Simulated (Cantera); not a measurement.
A Cantera script and its output.

```python
import numpy as np
import cantera as ct

gas = ct.Solution("gri30.yaml", transport_model="mixture-averaged")
show = ['C2H2', 'CH3', 'NO']

rows = []
print(f"{'T/K':>7s}{'rho':>11s}{'cp':>10s}{'mu':>11s}{'lambda':>11s}{'Pr':>7s}" + "".join(f"{'D_' + s:>11s}" for s in show))
for T in [400, 500, 600, 700, 800, 900]:
    gas.TPX = T, 2666, {'H2O': 0.75, 'N2': 0.74, 'H2': 0.53, 'CH4': 0.77}
    Pr = gas.cp_mass * gas.viscosity / gas.thermal_conductivity
    D = [gas.mix_diff_coeffs_mole[gas.species_index(s)] for s in show]
    rows.append([gas.density, gas.cp_mass, gas.viscosity, gas.thermal_conductivity, Pr, *D])
    print(f"{T:7g}{gas.density:11.4e}{gas.cp_mass:10.1f}{gas.viscosity:11.4e}"
          f"{gas.thermal_conductivity:11.4e}{Pr:7.3f}" + "".join(f"{d:11.4e}" for d in D))
print("SI units: kg/m3, J/kg/K, Pa s, W/m/K, m2/s")
```

Result:

```
    T/K        rho        cp         mu     lambda     Pr     D_C2H2      D_CH3       D_NO
    400 1.3694e-02    1974.7 1.7012e-05 6.1187e-02  0.549 1.2922e-03 1.7003e-03 1.6043e-03
    500 1.0956e-02    2091.1 2.0440e-05 7.5537e-02  0.566 1.9399e-03 2.5340e-03 2.3790e-03
    600 9.1296e-03    2215.8 2.3666e-05 9.0180e-02  0.581 2.6867e-03 3.4910e-03 3.2665e-03
    700 7.8254e-03    2340.4 2.6724e-05 1.0507e-01  0.595 3.5246e-03 4.5622e-03 4.2586e-03
    800 6.8472e-03    2460.1 2.9641e-05 1.2012e-01  0.607 4.4477e-03 5.7406e-03 5.3492e-03
    900 6.0864e-03    2573.6 3.2437e-05 1.3526e-01  0.617 5.4514e-03 7.0204e-03 6.5333e-03
SI units: kg/m3, J/kg/K, Pa s, W/m/K, m2/s
```

Detailed kinetics in Cantera: GRI-Mech 3.0 (53 species, 325 reactions). Polar gases are described roughly by these parameters.
